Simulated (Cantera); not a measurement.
A closed system holds: 1 mol FeS, 960 mol H₂, at 7.30 mbar.

Equilibrium computed with Cantera from the NASA thermochemical tables; the gas is ideal and each condensed phase is pure. Candidate condensed phases: Fe, FeS, FeS₂, S; 8 gas species. FeS: taken at fixed stoichiometry. The numbers say what is thermodynamically allowed, not how fast it happens.

Which condensed phases are stable at each of these points (T (K)): 750, 900, 1050, 1200, 1350, 1500, 1650, 1800, 1950, 2100?


| T (K) | condensed phases | Fe condensed (%) |
|---|---|---|
| 750 | Fe(α) + FeS(s) | 100.0 |
| 900 | Fe(α) + FeS(s) | 100.0 |
| 1050 | Fe(α) | 100.0 |
| 1200 | Fe(γ) | 100.0 |
| 1350 | Fe(γ) | 99.9 |
| 1500 | Fe(γ) | 98.0 |
| 1650 | Fe(γ) | 64.4 |
| 1800 | gas only | 0.0 |
| 1950 | gas only | 0.0 |
| 2100 | gas only | 0.0 |

From 750 K to 900 K the condensed part is Fe(α) + FeS(s). At 1050 K the condensed part is Fe(α). From 1200 K to 1650 K the condensed part is Fe(γ). From 1800 K to 2100 K nothing is condensed.
